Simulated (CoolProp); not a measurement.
A single-stage vapour-compression cycle with vinyl chloride: evaporating at 300.15 K (dew point), condensing at 353.15 K (bubble point), superheat 0 K, subcooling 0 K, compressor efficiency 0.65, no pressure losses. Each further row changes one setting.

Values from CoolProp's reference Helmholtz-energy equation of state, Thol 2022.

| case | cooling COP | pressure ratio | discharge temperature (K) | refrigerating effect (kJ/kg) | volumetric capacity (kJ/m³) |
|---|---|---|---|---|---|
| as stated | 2.95 | 3.71 | 395.7 | 235 | 2670 |
| evaporating temperature 305.15 K | 3.37 | 3.21 | 390.7 | 238 | 3110 |
| condensing temperature 348.15 K | 3.35 | 3.33 | 387.7 | 243 | 2770 |
| subcooling 5 K | 3.06 | 3.71 | 395.7 | 243 | 2770 |
| superheat 10 K | 2.95 | 3.71 | 406.8 | 244 | 2670 |
| compressor efficiency 0.55 | 2.50 | 3.71 | 408.0 | 235 | 2670 |
